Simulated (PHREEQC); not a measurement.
1 kg of water holding 0.27 mol KCl, 0.056 mol NaBr, 9.8e-05 mol CaSO4, 0.077 mol MgBr2 and 0.011 mol NaCl is evaporated at 25 °C; the solids stay in contact with the brine. No CO2 enters from the air. Only these solids could form: Arcanite, Bischofite, Bloedite, Brucite, Carnallite, Epsomite, Glaserite, Glauberite, Gypsum, Anhydrite, Halite, Hexahydrite, Kainite, Kieserite, Leonite, Mirabilite, Misenite, Polyhalite, Portlandite, Schoenite, Sylvite, Syngenite, Thenardite, MgCl2_4H2O.

Equilibrium calculation in PHREEQC: Pitzer model, pitzer.dat.

```tsv
water left (kg)	ionic strength	water activity	Sylvite (mol)	Ca in solution (mol/kgw)	S in solution (mol/kgw)	Mg in solution (mol/kgw)
1	0.568	0.985	0	9.80e-5	9.80e-5	0.0770
0.8219	?	0.982	0	0.000119	0.000119	0.0937
0.6755	0.841	?	0	0.000145	0.000145	0.114
0.4563	1.25	0.967	0	0.000215	0.000215	0.169
0.375	1.52	0.960	0	0.000261	0.000261	0.205
0.3082	1.84	0.951	0	0.000318	0.000318	0.250
0.2082	2.73	0.924	0	0.000471	0.000471	0.370
0.1711	3.32	0.905	0	0.000573	0.000573	0.450
0.1407	4.04	?	0	0.000697	0.000697	0.547
0.1156	?	?	0	0.000848	0.000848	0.666
0.09502	?	0.811	0	0.00103	0.00103	0.810
0.06418	8.18	0.721	0.0433	0.00153	0.00153	1.20
0.05275	8.91	0.687	0.0986	0.00186	0.00186	1.46
```

### Question
Fill in the missing entries.

### Answer

- 0.8219, ionic strength: 0.692
- 0.6755, water activity: 0.978
- 0.1407, water activity: 0.881
- 0.1156, ionic strength: 4.92
- 0.1156, water activity: 0.850
- 0.09502, ionic strength: 5.98
